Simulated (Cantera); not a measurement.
Feed: 1 mol CuO, 0.9 mol NF₃, 0.17 mol H₂, equilibrated at 1298.15 K and 3.20 mbar.

These are equilibrium values from Cantera (NASA tables, ideal gas, pure condensed phases), not measurements of a reactor. Candidate condensed phases: Cu, CuF₂, CuO, Cu(OH)₂, Cu₂O, H₂O; 45 gas species. Equilibrium is a limit: real reactors are often held back by kinetics, nucleation or transport.

Base state: CuF₂ 0.377, O₂ 0.189, N₂ 0.170, F 0.136, HF 0.128, NO 0.000172, CuF 7.15e-5, F₂ 6.34e-5 (mole fractions); condensed: gas only.

What changes in the equilibrium state with this change: H₂ from 0.17 to 37 mol?


```json
[
 {"species": "H₂", "before": "<1e-9", "after": "0.893"},
 {"species": "HF", "before": "0.128", "after": "0.0696"},
 {"species": "H₂O", "before": "<1e-9", "after": "0.0258"},
 {"species": "CuF₂", "before": "0.377", "after": "<1e-9"},
 {"species": "O₂", "before": "0.189", "after": "<1e-9"},
 {"species": "F", "before": "0.136", "after": "<1e-9"},
 {"species": "N₂", "before": "0.170", "after": "0.0116"},
 {"species": "Cu", "before": "<1e-9", "after": "4.72e-5"},
 {"species": "NO", "before": "0.000172", "after": "<1e-9"},
 {"species": "F₂", "before": "6.34e-5", "after": "<1e-9"},
 {"species": "H", "before": "<1e-9", "after": "1.79e-5"},
 {"species": "CuF", "before": "7.15e-5", "after": "7.90e-7"},
 {"species": "Cu(s), mol", "before": "0", "after": "0.998"}
]
```

What changes in the equilibrium state with this change: temperature from 1298.15 K to 1573 K?


```json
[
 {"species": "CuF₂", "before": "0.377", "after": "0.357"},
 {"species": "O₂", "before": "0.189", "after": "0.186"},
 {"species": "N₂", "before": "0.170", "after": "0.167"},
 {"species": "CuF", "before": "7.15e-5", "after": "0.0145"},
 {"species": "F", "before": "0.136", "after": "0.148"},
 {"species": "HF", "before": "0.128", "after": "0.126"},
 {"species": "O", "before": "1.31e-6", "after": "7.95e-5"},
 {"species": "F₂", "before": "6.34e-5", "after": "5.09e-6"}
]
```
